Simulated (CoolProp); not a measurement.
Nitrogen at 609.99 K and 3.81 MPa flows at 5.7 m/s in a round tube of 12.7 mm bore and 0.25 µm roughness, fully developed (64/Re and Nu = 3.66 if laminar; Colebrook and Gnielinski if turbulent). Each further row changes one setting.

The numbers come from the reference Helmholtz-energy equation of state, Span 2000 in CoolProp.

```tsv
case	Reynolds number	Darcy friction factor	pressure drop (Pa/m)	heat-transfer coefficient (W/(m² K))	mass flow (kg/h)
as stated	49700	0.0210	556	380	53.8
velocity 11.4 m/s	99500	0.0181	1920	656	108
diameter 25.4 mm	99500	0.0181	239	327	215
```

Viscosity comes from a separate model (Lemmon 2004). Thermal conductivity comes from a separate model (Lemmon 2004).
